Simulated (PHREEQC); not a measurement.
PHREEQC input (ion-association model, phreeqc.dat):

```
SOLUTION 0
  temp 25
  units mmol/kgw
  pH 7 charge
  Cl 7.61
  Cd 0.56
  Zn 0.49
  Na 5.5
  O(0) 1 O2(g) -0.68
SOLUTION 1-30
  temp 25
  units mmol/kgw
  pH 7 charge
  Cl 3.81
  Pb 1.9
  O(0) 1 O2(g) -0.68
END
EXCHANGE 1-30
  X 0.0068
  -equilibrate 1
END
SELECTED_OUTPUT 1
  -reset false
  -pH true
  -pe true
  -ionic_strength true
  -water true
  -step true
  -totals Cd Cl Na Pb Zn
  -molalities NaX PbX2 CdX2 ZnX2
  -saturation_indices Halite Zn(OH)2(e) Cd(OH)2 Pb(OH)2
PRINT
  -reset false
TRANSPORT
  -cells 30
  -shifts 120
  -lengths 0.0333333
  -time_step 3600
  -dispersivities 0.08
  -boundary_conditions flux flux
  -correct_disp true
  -punch_cells 30
  -punch_frequency 4
END
```

Selected output (columns that matter, 23 of 31 rows; pore volumes added in front):

```
pore volumes	pH	mu	Cd	Cl	Na	Pb	Zn	m_NaX	m_PbX2	m_CdX2	si_Halite	si_Zn(OH)2(e)	si_Cd(OH)2	si_Pb(OH)2
0	4.9369	0.0053429	0	0.00381	0	0.0019	0	0	0.0034	0	-1000	-1000	-1000	-1.1776
0.15	4.9369	0.0053429	3.2697e-20	0.00381	1.3245e-12	0.0019	1.1776e-21	6.4921e-14	0.0034	2.9001e-20	-15.956	-22.692	-23.497	-1.1776
0.4167	4.9372	0.0053966	2.1628e-08	0.0038692	6.1099e-05	0.001899	3.8965e-09	2.9969e-06	0.0033985	1.9155e-08	-8.2857	-10.172	-11.677	-1.1784
0.55	4.9391	0.0056195	4.69e-07	0.004128	0.00035832	0.0018793	1.0628e-07	1.77e-05	0.0033906	4.159e-07	-7.4901	-8.7349	-10.345	-1.1842
0.6833	4.9435	0.0060241	2.7797e-06	0.0046146	0.00095808	0.0018197	7.1056e-07	4.8235e-05	0.0033726	2.5005e-06	-7.0158	-7.9057	-9.5787	-1.1987
0.95	4.9566	0.006976	1.8448e-05	0.0057985	0.0025374	0.0016017	5.3702e-06	0.00013662	0.0033066	1.7962e-05	-6.4958	-7.0115	-8.7644	-1.2494
1.0833	4.9632	0.0073659	3.1791e-05	0.006298	0.0032516	0.0014767	9.7118e-06	0.00018209	0.0032622	3.2748e-05	-6.3528	-6.7449	-8.5281	-1.2798
1.35	4.9745	0.0078787	6.5394e-05	0.0069788	0.0042912	0.0012516	2.1856e-05	0.00025873	0.0031584	7.5802e-05	-6.1882	-6.3753	-8.2101	-1.3403
1.4833	4.9789	0.0080256	8.4266e-05	0.0071848	0.0046308	0.0011583	2.9427e-05	0.00028819	0.0031006	0.00010314	-6.1425	-6.2386	-8.0963	-1.3683
1.6167	4.9827	0.0081223	0.00010393	0.0073273	0.0048785	0.0010776	3.7901e-05	0.00031213	0.0030393	0.00013363	-6.1113	-6.1222	-8.0012	-1.3943
1.8833	4.9887	0.0082215	0.00014455	0.0074885	0.0051821	0.00094633	5.733e-05	0.00034665	0.0029075	0.00020175	-6.0755	-5.9314	-7.8499	-1.4412
2.0167	4.9911	0.0082436	0.00016503	0.0075311	0.0052707	0.00089203	6.8138e-05	0.00035893	0.0028377	0.00023827	-6.0656	-5.8517	-7.7884	-1.4625
2.15	4.9933	0.0082559	0.00018536	0.0075591	0.0053329	0.0008432	7.9549e-05	0.00036888	0.0027656	0.00027576	-6.0589	-5.7802	-7.7343	-1.483
2.4167	4.9971	0.0082645	0.00022478	0.007589	0.0054068	0.00075759	0.00010372	0.00038392	0.0026168	0.00035194	-6.0512	-5.6574	-7.6435	-1.5222
2.55	4.9989	0.0082649	0.0002436	0.0075965	0.0054282	0.00071933	0.00011625	0.0003898	0.0025408	0.00038996	-6.0491	-5.6045	-7.6053	-1.5413
2.6833	5.0005	0.0082641	0.00026167	0.0076014	0.0054433	0.00068345	0.00012893	0.00039496	0.0024643	0.00042757	-6.0476	-5.5563	-7.5711	-1.5604
2.95	5.0035	0.0082614	0.00029535	0.0076065	0.0054619	0.00061761	0.00015436	0.00040377	0.0023113	0.00050082	-6.0458	-5.4721	-7.5126	-1.5984
3.0833	5.0049	0.0082599	0.00031089	0.0076078	0.0054676	0.00058725	0.00016694	0.00040765	0.0022354	0.00053621	-6.0453	-5.4353	-7.4875	-1.6175
3.35	5.0075	0.0082574	0.00033942	0.0076091	0.0054751	0.00053101	0.00019155	0.00041468	0.0020858	0.00060407	-6.0446	-5.3703	-7.4442	-1.656
3.4833	5.0087	0.0082564	0.00035243	0.0076094	0.0054777	0.00050494	0.0002035	0.00041792	0.0020126	0.00063646	-6.0444	-5.3416	-7.4254	-1.6755
3.6167	5.0098	0.0082556	0.00036466	0.0076096	0.0054797	0.00048013	0.00021515	0.000421	0.0019406	0.0006678	-6.0443	-5.3151	-7.4083	-1.695
3.8833	5.012	0.0082545	0.00038691	0.0076099	0.0054829	0.00043406	0.00023752	0.00042678	0.0018008	0.00072729	-6.044	-5.2678	-7.3782	-1.7345
4.0167	5.013	0.0082542	0.00039702	0.0076099	0.0054841	0.00041268	0.00024822	0.00042949	0.0017332	0.00075546	-6.0439	-5.2466	-7.365	-1.7543
```

Complexes and solids missing from the database can't appear.
